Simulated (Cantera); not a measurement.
A freely propagating, adiabatic, planar premixed flame of CH₄ : O₂ : N₂ : H₂O = 1 : 1.54 : 6.92 : 0.41 (molar parts), equivalence ratio 1.3, unburnt at 698 K and 0.630 bar; mixture-averaged transport, grid criteria slope 0.08 and curve 0.16, no radiation.

Model: GRI-Mech 3.0 (53 species, 325 reactions), integrated in Cantera. Burning velocities carry a grid error of a few per cent, more on coarse grids.

**Question.** What does this change do: N2 6.92 to 5.2 parts?

**Answer.** 
```csv
quantity,before,after
laminar burning velocity,105 cm/s,162 cm/s
thermal thickness,0.674 mm,0.505 mm
peak x(CH₃),0.00366,0.00577
peak x(CO),0.0616,0.0771
peak x(C₂H₆),0.00155,0.00188
```
